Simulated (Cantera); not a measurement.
## n-butane + O2 (carbon deposition, reforming and gasification)

Input: 1 mol n-butane, 0.45 mol O2, at 1.00 Torr.

These are equilibrium values from Cantera (NASA tables, ideal gas, pure condensed phases), not measurements of a reactor. Candidate condensed phases: C, C6H6, C7H8, C8H18, H2O; 131 gas species. Ions and electrons are included (thermal ionisation). The numbers say what is thermodynamically allowed, not how fast it happens.

| T (K) | x H2 | x H | x C | x CO | x C3 | x O | x C2 | n C(graphite) |
|---|---|---|---|---|---|---|---|---|
| 2000 | 0.810 | 0.0401 | 2.28e-8 | 0.149 | 2.08e-8 | 3.38e-12 | 1.76e-9 | 3.09 |
| 2500 | 0.427 | 0.450 | 0.000125 | 0.118 | 0.000373 | 2.47e-10 | 3.44e-5 | 3.01 |
| 3000 | 0.0326 | 0.781 | 0.0252 | 0.0767 | 0.0684 | 5.15e-9 | 0.0105 | 0 |
| 3500 | 0.00207 | 0.736 | 0.171 | 0.0667 | 0.00984 | 3.56e-7 | 0.0144 | 0 |
| 4000 | 0.000268 | 0.715 | 0.218 | 0.0644 | 6.46e-5 | 3.03e-5 | 0.00170 | 0 |
| 4500 | 5.68e-5 | 0.713 | 0.222 | 0.0631 | 7.61e-7 | 0.00116 | 0.000226 | 0 |
| 5000 | 1.59e-5 | 0.702 | 0.233 | 0.0472 | 2.43e-8 | 0.0160 | 4.82e-5 | 0 |
x: gas mole fraction; n: condensed amount in mol.

From 2000 K to 2500 K the condensed part is C(graphite). From 3000 K to 5000 K nothing is condensed. The main C-bearing gas is CO at 2000 K and C at 5000 K.
